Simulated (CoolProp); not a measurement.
Chlorine along the isotherm 425.6 K: density (kg/m³) from the reference equation and from simpler models built on Tc = 416.9 K, pc = 7642 kPa, ω = 0.070; each cubic takes its own stable root.

Values from CoolProp's reference Helmholtz-energy equation of state, Thol 2021.

| p (kPa) | phase | reference |
|---|---|---|
| 2500 | gas | 55.99 |
| 5000 | gas | 131.1 |
| 7500 | gas | 268.1 |
| 10000 | supercritical | 838.2 |
| 12500 | supercritical | 928.5 |
| 15000 | supercritical | 976.6 |
| 17500 | supercritical | 1011 |
| 20000 | supercritical | 1038 |

### Question
How far does each simpler model (ideal gas, Redlich-Kwong) lie from the reference over these 8 states: mean and median of the absolute difference, and the worst?

### Answer
- ideal gas: mean 52.9 %, median 63.3 %, worst -76.1 % at 425.6 K and 10000 kPa
- Redlich-Kwong: mean 9.5 %, median 11.3 %, worst -19.1 % at 425.6 K and 10000 kPa
